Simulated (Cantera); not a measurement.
## AlN + H2 (sublimation and decomposition of ceramics)

Input: 1 mol AlN, a varied amount of H2, at 2873.15 K and 0.00490 bar.

Cantera equilibrium calculation (NASA polynomials, part measured and part estimated; ideal gas, pure solids and liquids). Candidate condensed phases: Al, AlN; 13 gas species. Rates play no part.

From 0.053 mol H2 to 1.2 mol H2 nothing is condensed. The main Al-bearing gas is Al throughout.

```
n(H2) (mol)  log p Al  log p H  log p N2  log p H2
-----------  --------  -------  --------  --------
0.053           -2.51    -3.51     -2.82     -5.07
0.25            -2.60    -2.98     -2.90     -4.00
0.44            -2.67    -2.83     -2.97     -3.70
0.64            -2.73    -2.74     -3.03     -3.53
0.83            -2.78    -2.69     -3.08     -3.43
1               -2.82    -2.66     -3.12     -3.37
1.2             -2.86    -2.63     -3.16     -3.31
```
log p: log10 of the partial pressure in bar; nothing condenses.
